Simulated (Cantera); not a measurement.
**Equilibrium for carbothermic reduction: Ta2O5 + CO + H2**

Input: 1 mol Ta2O5, 6.8 mol CO, 0.079 mol H2, equilibrated at 2.90 mbar.

Cantera equilibrium calculation (NASA polynomials, part measured and part estimated; ideal gas, pure solids and liquids). Candidate condensed phases: C, C6H6, C7H8, C8H18, H2O, Ta, TaC, Ta2O5; 113 gas species. Mutual solubility and eutectic melting of coexisting phases are not modelled. TaC: taken at fixed stoichiometry. Condensed phases not in the tables: Ta2C. Equilibrium is a limit: real reactors are often held back by kinetics, nucleation or transport.

| T (°C) | x CO | x TaO2 | x O | x CO2 | x H | x H2 | x O2 | x TaO | n TaC(s) | n Ta2O5(s) | n Ta2O5(l) |
|---|---|---|---|---|---|---|---|---|---|---|---|
| 1175 | 0.988 | 1.34e-10 | <1e-12 | 0.000387 | 1.83e-5 | 0.0115 | <1e-12 | 1.94e-12 | 0.000782 | 1.000 | 0 |
| 1275 | 0.988 | 4.45e-9 | 1.00e-11 | 0.000384 | 6.12e-5 | 0.0114 | <1e-12 | 1.18e-10 | 0.000779 | 1.000 | 0 |
| 1375 | 0.988 | 9.53e-8 | 1.24e-10 | 0.000381 | 0.000176 | 0.0114 | <1e-12 | 4.35e-9 | 0.000777 | 1.000 | 0 |
| 1475 | 0.988 | 1.42e-6 | 1.15e-9 | 0.000379 | 0.000450 | 0.0112 | <1e-12 | 1.05e-7 | 0.000774 | 1.000 | 0 |
| 1575 | 0.988 | 1.56e-5 | 8.33e-9 | 0.000377 | 0.00103 | 0.0109 | 5.61e-12 | 1.77e-6 | 0.000754 | 1.000 | 0 |
| 1675 | 0.987 | 0.000133 | 4.94e-8 | 0.000376 | 0.00214 | 0.0104 | 3.58e-11 | 2.22e-5 | 0.000578 | 0.999 | 0 |
| 1775 | 0.985 | 0.000759 | 3.55e-7 | 0.000541 | 0.00403 | 0.00941 | 3.97e-10 | 0.000125 | 0 | 0.997 | 0 |
| 1875 | 0.981 | 0.00231 | 3.93e-6 | 0.00139 | 0.00688 | 0.00791 | 1.21e-8 | 0.000202 | 0 | 0 | 0.991 |
| 1975 | 0.974 | 0.00613 | 3.58e-5 | 0.00333 | 0.0105 | 0.00596 | 2.80e-7 | 0.000297 | 0 | 0 | 0.978 |
| 2075 | 0.959 | 0.0147 | 0.000272 | 0.00742 | 0.0143 | 0.00387 | 5.04e-6 | 0.000414 | 0 | 0 | 0.947 |
| 2175 | 0.930 | 0.0329 | 0.00172 | 0.0149 | 0.0170 | 0.00211 | 6.88e-5 | 0.000572 | 0 | 0 | 0.880 |
| 2275 | 0.874 | 0.0708 | 0.00876 | 0.0257 | 0.0179 | 0.000968 | 0.000666 | 0.000849 | 0 | 0 | 0.729 |
| 2375 | 0.756 | 0.152 | 0.0346 | 0.0340 | 0.0163 | 0.000355 | 0.00416 | 0.00148 | 0 | 0 | 0.339 |
x: gas mole fraction; n: condensed amount in mol.

From 1175 °C to 1675 °C the condensed part is TaC(s) + Ta2O5(s). At 1775 °C the condensed part is Ta2O5(s). From 1875 °C to 2375 °C the condensed part is Ta2O5(l).
